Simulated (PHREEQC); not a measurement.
Alkaline etch or developer: speciation

Solution (25 °C): 0.046 mol/kgw KOH, 0.00011 mol/kgw Na2SiO3 and 0.059 mol/kgw (CH3)4NCl. Closed to the air; pH follows from the charge balance.

All values are PHREEQC results (ion-association model, phreeqc.dat), not measurements.

This is a speciation only: nothing precipitates in the calculation.

Task: Estimate the pH.

Result: pH 12.54.

Task: In which forms is Si present?

Result: H3SiO4- 68 %, H2SiO4-2 32 % of the Si.

Species that the database lacks are ignored. (CH3)4N+ isn't in the database: it is added as a free cation with an ion size of 4 Å.
